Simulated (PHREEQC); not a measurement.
A solution holds 0.00073 mol/kgw CaSO4, at 25 °C. Closed to the air; pH follows from the charge balance.

Computed with PHREEQC (ion-association model, phreeqc.dat).

Precipitation was switched off in this run.

**Question.** What ionic strength, specific conductance does the model give?

**Answer.** ionic strength 0.00271 mol/kgw; specific conductance 175 µS/cm.

**Question.** In which forms is Ca present?

**Answer.** Ca+2 93 %, CaSO4 7.1 % of the Ca.
